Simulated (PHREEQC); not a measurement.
Consider water at 20 °C with 0.001 mol/kgw MgCl2, 0.011 mol/kgw FeCl2 and 0.0079 mol/kgw NaCl. Closed to the air; pH follows from the charge balance.

Model: ion-association model, phreeqc.dat, run in PHREEQC.

Problem. The ionic strength comes out as 0.0434 mol/kgw. What activity coefficients do FeOH+, Mg+2, Na+, Fe+2, Cl- get?

Solution. FeOH+ 0.83, Mg+2 0.50, Na+ 0.83, Fe+2 0.50, Cl- 0.82.

This is a speciation only: nothing precipitates in the calculation.
